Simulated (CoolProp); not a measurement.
A closed Brayton cycle with carbon dioxide: compressor inlet 325.15 K and 8.5 MPa, high pressure 29.3 MPa, turbine inlet 925 K, compressor efficiency 0.8, turbine efficiency 0.93, recuperator effectiveness 0.9 (on enthalpy, no pinch check). Each further row changes one setting.

The numbers come from the reference Helmholtz-energy equation of state, Span 1996 in CoolProp.

```json
[
 {"case": "as stated", "thermal efficiency (%)": "37.5", "net work (kJ/kg)": "117", "compressor to turbine work": "0.38", "compressor exit (K)": "430.0", "turbine exit (K)": "762.5"},
 {"case": "turbine inlet 875 K", "thermal efficiency (%)": "35.8", "net work (kJ/kg)": "105", "compressor to turbine work": "0.40", "compressor exit (K)": "430.0", "turbine exit (K)": "718.1"},
 {"case": "compressor inlet 335.15 K", "thermal efficiency (%)": "36.0", "net work (kJ/kg)": "108", "compressor to turbine work": "0.42", "compressor exit (K)": "449.2", "turbine exit (K)": "762.5"},
 {"case": "high pressure 24.9 MPa", "thermal efficiency (%)": "36.8", "net work (kJ/kg)": "106", "compressor to turbine work": "0.36", "compressor exit (K)": "415.6", "turbine exit (K)": "783.0"},
 {"case": "recuperator effectiveness 0.5", "thermal efficiency (%)": "25.1", "net work (kJ/kg)": "117", "compressor to turbine work": "0.38", "compressor exit (K)": "430.0", "turbine exit (K)": "762.5"}
]
```
